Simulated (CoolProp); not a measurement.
Vapour-liquid equilibrium of carbon dioxide (1) + propane (2) at 1010 kPa; x and y are mole fractions of (1).

Values from CoolProp's multi-fluid Helmholtz-energy mixture model, Span 1996 and Lemmon 2009; pair parameters Kunz 2012.

Question: Give the bubble temperature and the first vapour's composition at x = 0.05, 0.5, 0.875. Is there an azeotrope?

Answer: x = 0.05: 287.3 K, y = 0.285; x = 0.5: 240.6 K, y = 0.886; x = 0.875: 234.9 K, y = 0.948. No azeotrope shows between x = 0.05 and 0.95.

Pair parameters are fitted to limited data, so mixtures are less certain than the pure fluids. With so large a gap from Raoult's law the liquid may split in two, which this calculation doesn't test in full.
